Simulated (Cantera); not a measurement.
Input (Python, Cantera) and output of one run.

```python
import numpy as np
import cantera as ct

gas_names = """
    CL CL2 Cs CsCL Cs2 Cs2CL2 H HCL H2
""".split()
cond_names = """
    Cs(cr) Cs(L) CsCL(a) CsCL(b) CsCL(L)
""".split()


# ... load() reads the species with a 1 bar reference pressure and builds the phases ...
atoms = {
    'CsCl': {'Cs': 1, 'CL': 1},
    'HCl': {'H': 1, 'CL': 1},
    'H2': {'H': 2},
}
top_T = {}  # K; cautious upper limits of use, not melting points


# ... equilibrate(T, P, feed) seeds the gas with the atoms and calls Mixture.equilibrate('TP', solver="vcs", rtol=1e-11, max_steps=5000) ...
results = []
feed = {'CsCl': 1, 'HCl': 0.39, 'H2': 400}  # mol
P = 2  # Pa
for T in [1398, 1448, 1498, 1548, 1598, 1648, 1698]:
    mix = equilibrate(T, P, feed)
    results.append((T, P, feed, dict(zip(mix.species_names, mix.species_moles))))

top = {s: max(r[3][s] / sum(r[3][g] for g in gas_names) for r in results) for s in gas_names}
cols = sorted((s for s in top if top[s] > 0.0001), key=lambda s: -top[s])[:5]
seen = [c for c in cond_names if any(r[3].get(c, 0) > 1e-12 for r in results)]
print("log10 of partial pressures in bar; condensed amounts in mol")
print(f"{'T/K':>10s}" + "".join(f"{s[:9]:>10s}" for s in cols + seen))
for T, P, feed, n in results:
    ng = sum(n[g] for g in gas_names)
    print(f"{T:10.4g}" + "".join(f"{np.log10(max(n[s] / ng * P / 1e5, 1e-99)):10.3f}" for s in cols)
          + "".join(f"{n.get(c, 0):10.4g}" for c in seen))
```

Output:

```
log10 of partial pressures in bar; condensed amounts in mol
       T/K        H2         H       HCL      CsCL        Cs
      1398    -4.701    -7.675    -7.626    -7.342    -8.371
      1448    -4.702    -7.386    -7.580    -7.369    -8.157
      1498    -4.702    -7.116    -7.526    -7.406    -7.980
      1548    -4.704    -6.863    -7.471    -7.456    -7.835
      1598    -4.706    -6.627    -7.418    -7.519    -7.716
      1648    -4.710    -6.405    -7.372    -7.596    -7.621
      1698    -4.715    -6.197    -7.334    -7.688    -7.546
```

These are equilibrium values from Cantera (NASA tables, ideal gas, pure condensed phases), not measurements of a reactor.
